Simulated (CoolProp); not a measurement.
Properties of sulfur dioxide along the isobar 681 kPa.

Computed with CoolProp (reference Helmholtz-energy equation of state, Gao 2016).

```csv
T (K),phase,Z,cv (kJ/(kg K)),speed of sound (m/s)
249.9,liquid,0.01403,0.8294,1085
258.1,liquid,0.01378,0.8249,1051
266.4,liquid,0.01355,0.8209,1016
274.6,liquid,0.01334,0.8176,980.6
282.9,liquid,0.01316,0.8148,944.9
291.1,liquid,0.01299,0.8124,909.3
299.4,liquid,0.01285,0.8104,872.7
307.7,liquid,0.01273,0.8088,835.5
324.2,gas,0.9107,0.5773,217.2
332.4,gas,0.9194,0.5729,220.9
340.7,gas,0.9269,0.5697,224.5
349,gas,0.9335,0.5675,228.0
357.2,gas,0.9392,0.5662,231.3
365.5,gas,0.9443,0.5656,234.6
373.7,gas,0.9487,0.5657,237.7
```
